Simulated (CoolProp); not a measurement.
Isobutane along the isotherm 301.85 °C: Z from the reference equation and from simpler models built on Tc = 134.7 °C, pc = 36.29 bar, ω = 0.184; each cubic takes its own stable root.

The numbers come from the reference Helmholtz-energy equation of state, Bücker 2006 in CoolProp.

```csv
p (bar),phase,reference,Redlich-Kwong,Peng-Robinson
0.574,gas,0.9984,0.9981,0.9981
0.927,gas,0.9973,0.9969,0.9969
1.5,gas,0.9957,0.9951,0.9950
2.42,gas,0.9931,0.9920,0.9919
3.91,gas,0.9888,0.9871,0.9869
6.32,gas,0.9820,0.9792,0.9789
10.2,gas,0.9710,0.9665,0.9663
16.5,gas,0.9533,0.9459,0.9462
26.6,gas,0.9254,0.9134,0.9154
43,supercritical,0.8822,0.8628,0.8701
69.5,supercritical,0.8213,0.7935,0.8131
112,supercritical,0.7685,0.7435,0.7735
181,supercritical,0.8130,0.8031,0.8144
```
